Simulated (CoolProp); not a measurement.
The fluid at 316.74 K and 4.09 MPa is throttled through a valve to 1.08 MPa with no heat exchange. The same conditions are run with several fluids, on thermodynamics alone (safety and materials aside).

Values from CoolProp's reference Helmholtz-energy equation of state of each fluid (CH2F2 (R32): Tillner-Roth 1997; C3F8 (R218): Lemmon 2006; vinyl chloride: Thol 2022; n-perfluorobutane: Gao 2022; the fluoroketone C6F12O (FK-5-1-12): McLinden 2015).

```tsv
fluid	temperature change (K)	final phase	final density (kg/m³)
CH2F2 (R32)	-34.4	…	123
C3F8 (R218)	-10.2	two-phase, vapour fraction 0.155	482
vinyl chloride	…	liquid	863
n-perfluorobutane	+0.2	liquid	…
the fluoroketone C6F12O (FK-5-1-12)	+0.7	liquid	…
```

**Question.** Complete the blanks.

**Answer.** 
- CH2F2 (R32), final phase: two-phase, vapour fraction 0.218
- vinyl chloride, temperature change (K): +0.6
- n-perfluorobutane, final density (kg/m³): 1420
- the fluoroketone C6F12O (FK-5-1-12), final density (kg/m³): 1550
